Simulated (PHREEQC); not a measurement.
Make-up at 20 °C: 0.00018 mol/kgw CaSO4, 0.0055 mol/kgw CdSO4 and 0.02 mol/kgw KCl. Closed to the air; pH follows from the charge balance.

Model: ion-association model, wateq4f.dat, run in PHREEQC.

Problem. The ionic strength comes out as 0.0342 mol/kgw. What activity coefficients do Cl-, CdCl3-, Cd(SO4)2-2, KSO4-, K+ get?

Solution. Cl- 0.84, CdCl3- 0.84, Cd(SO4)2-2 0.51, KSO4- 0.85, K+ 0.84.

No solid was allowed to form. Species that the database lacks are ignored.
